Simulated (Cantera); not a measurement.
Feed: 1 mol Ti, 3.7 mol O2, 39 mol H2, at 1077 °C and 0.000300 bar.

Equilibrium computed with Cantera from the NASA thermochemical tables; the gas is ideal and each condensed phase is pure. Candidate condensed phases: H2O, Ti, TiO, TiO2, Ti2O3, Ti3O5, Ti4O7; 12 gas species. Equilibrium is a limit: real reactors are often held back by kinetics, nucleation or transport.

Base state: H2 0.861, H2O 0.138, H 0.000128 (mole fractions); condensed: TiO2(rutile).

Question: What changes in the equilibrium state with this change: temperature from 1077 °C to 1702 °C?

Answer: 
| species | before | after |
|---|---|---|
| H2 | 0.861 | 0.790 |
| H2O | 0.138 | 0.138 |
| H | 0.000128 | 0.0702 |
| OH | 3.33e-7 | 0.00117 |
| TiO2 | <1e-9 | 0.000400 |
| O | <1e-9 | 7.66e-5 |
| TiO | <1e-9 | 2.84e-5 |
| TiO2(rutile), mol | 1.00 | 0 |
| Ti4O7(l), mol | 0 | 0.246 |
Condensed phases not in the tables: Magnéli phases beyond Ti4O7.
